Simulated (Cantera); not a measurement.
Hydrocarbon pyrolysis for carbon deposition

An isothermal, constant-pressure homogeneous reactor starts with 2.86 % CH₄, 97.1 % N₂, at 1923 K and 0.0260 bar.

Detailed kinetics in Cantera: GRI-Mech 3.0 (53 species, 325 reactions). GRI-Mech 3.0 stops at C3 and has no aromatics, soot or wall deposition, so with more carbon than oxygen in the feed, carbon stays in small species such as C2H2 where larger ones or solid carbon would form. Radical loss at walls, strong at low pressure, is not modelled.

```csv
t (s),x CH₄,x C₂H₄,x CH₂,x CH₃,x HCN,x H₂,x C₂H₂
0.000200,0.0285,2.42e-8,1.12e-8,5.71e-5,3.81e-12,2.66e-5,2.28e-10
0.000752,0.0283,1.71e-6,1.28e-7,0.000225,1.04e-10,0.000114,6.68e-8
0.00283,0.0275,8.65e-5,1.22e-6,0.000826,5.08e-9,0.000628,1.43e-5
0.0106,0.0198,0.00140,6.83e-6,0.00190,7.30e-7,0.00954,0.00193
0.0400,0.00460,0.000149,5.02e-6,0.000681,1.40e-5,0.0340,0.0112
0.150,0.000492,3.64e-6,1.71e-6,0.000120,5.34e-5,0.0406,0.0136
0.566,3.26e-5,1.94e-7,2.75e-7,1.21e-5,0.000116,0.0412,0.0138
2.13,4.06e-7,1.57e-7,6.64e-9,2.09e-7,0.000144,0.0411,0.0138
8.00,1.04e-7,1.54e-7,2.14e-9,5.98e-8,0.000145,0.0410,0.0138
```
x: mole fraction; the columns are a selection and need not sum to one.

Equilibrium at this temperature and pressure: CH₄ 2.06e-7, C₂H₄ 1.69e-8, CH₂ 4.27e-9, CH₃ 1.19e-7, HCN 0.0247, H₂ 0.0411, C₂H₂ 0.00151 (gas phase only).
